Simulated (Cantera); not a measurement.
Ignition delay

Mixture: 9.38 % CH₃OH, 15.3 % O₂, 57.5 % N₂, 17.8 % CO₂, equivalence ratio 0.92, at 5.00 bar, adiabatic and at constant volume. Ignition delay is the time to a rise of 400 K.

Model: GRI-Mech 3.0 (53 species, 325 reactions), integrated in Cantera. GRI-Mech 3.0 was tuned for natural gas; its chemistry of methanol as a main component is partial and can be far from experiment.

| T0 (K) | delay (ms) |
|---|---|
| 1225 | 1.68 |
| 1300 | 0.548 |
| 1375 | 0.207 |
| 1450 | 0.0887 |
| 1525 | 0.0426 |
| 1600 | 0.0225 |
| 1675 | 0.0128 |
| 1750 | 0.00772 |

```
Quantity                                                 Value
--------------------------------------------------  ----------
apparent activation energy between 1600 and 1750 K  170 kJ/mol
```
